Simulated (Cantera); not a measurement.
Charge: 1 mol SiCl₄, 3.1 mol N₂, equilibrated at 1450 K and 0.120 bar.

Cantera equilibrium calculation (NASA polynomials, part measured and part estimated; ideal gas, pure solids and liquids). Candidate condensed phases: Si, Si₃N₄; 13 gas species. The tables' values for SiCl₃ are old estimates; treat these amounts as uncertain. The numbers say what is thermodynamically allowed, not how fast it happens.

Base state: N₂ 0.755, SiCl₄ 0.242, SiCl₃ 0.00117, Cl 0.00105, Cl₂ 7.79e-5, SiCl₂ 2.05e-5 (mole fractions); condensed: gas only.

What changes in the equilibrium state with this change: pressure from 0.120 bar to 12.0 mbar?


| species | before | after |
|---|---|---|
| N₂ | 0.755 | 0.753 |
| SiCl₄ | 0.242 | 0.239 |
| Cl | 0.00105 | 0.00357 |
| SiCl₃ | 0.00117 | 0.00339 |
| SiCl₂ | 2.05e-5 | 0.000176 |
| Cl₂ | 7.79e-5 | 8.97e-5 |
